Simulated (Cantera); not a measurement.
Source: NASA polynomial tables (part measured, part estimated), evaluated in Cantera. Values are per mole of reaction as written; species without (g) are pure solids or liquids, kept so even where they would boil at 1 bar.

2 NH3(g) + 3 S = 3 H2S(g) + N2(g)

| T (K) | ΔH° (kJ) | ΔS° (J/K) | ΔG° (kJ) | log10 K | condensed phases |
|---|---|---|---|---|---|
| 375 | ___ | ___ | ___ | ___ | S(s) |
| 425 | ___ | ___ | ___ | ___ | S(l) |
| 475 | ___ | ___ | ___ | ___ | S(l) |
| 525 | ___ | ___ | ___ | ___ | S(l) |
| 575 | 12.0 | 284.7 | -151.7 | 13.78 | S(l) |
| 625 | 9.4 | 280.4 | -165.8 | 13.86 | S(l) |
| 675 | 7.3 | 277.2 | -179.8 | 13.91 | S(l) |
| 725 | 5.5 | 274.6 | -193.6 | 13.95 | S(l) |
| 775 | 3.8 | 272.3 | -207.2 | 13.97 | S(l) |

Complete the blanks.


- 375, ΔH° (kJ): 28.3
- 375, ΔS° (J/K): 321.4
- 375, ΔG° (kJ): -92.2
- 375, log10 K: 12.84
- 425, ΔH° (kJ): 21.2
- 425, ΔS° (J/K): 303.4
- 425, ΔG° (kJ): -107.7
- 425, log10 K: 13.24
- 475, ΔH° (kJ): 18.2
- 475, ΔS° (J/K): 296.6
- 475, ΔG° (kJ): -122.7
- 475, log10 K: 13.49
- 525, ΔH° (kJ): 14.9
- 525, ΔS° (J/K): 290.1
- 525, ΔG° (kJ): -137.4
- 525, log10 K: 13.67
